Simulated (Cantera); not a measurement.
Charge: 1 mol Zr, 0.91 mol O₂, 6.3 mol H₂, at 7.00e-6 bar.

Cantera equilibrium calculation (NASA polynomials, part measured and part estimated; ideal gas, pure solids and liquids). Candidate condensed phases: H₂O, Zr, ZrO₂; 12 gas species. Mutual solubility and eutectic melting of coexisting phases are not modelled. Condensed phases not in the tables: N, O or C dissolved in the metal. Kinetics and transport are ignored.

**Question.** What share of the Zr ends up in condensed phases as a function of T (K), at 1450, 1550, 1650, 1750, 1850, 1950, 2050, 2150, 2250, 2350?

**Answer.** 
```
T (K)  Zr condensed (%)                        as
-----  ----------------  ------------------------
1450              100.0  Zr(β) + ZrO₂(monoclinic)
1550              100.0  Zr(β) + ZrO₂(tetragonal)
1650              100.0  Zr(β) + ZrO₂(tetragonal)
1750              100.0  Zr(β) + ZrO₂(tetragonal)
1850               99.7  Zr(β) + ZrO₂(tetragonal)
1950               97.7  Zr(β) + ZrO₂(tetragonal)
2050               82.9  Zr(β) + ZrO₂(tetragonal)
2150               82.0          ZrO₂(tetragonal)
2250               80.8          ZrO₂(tetragonal)
2350               71.4          ZrO₂(tetragonal)
```
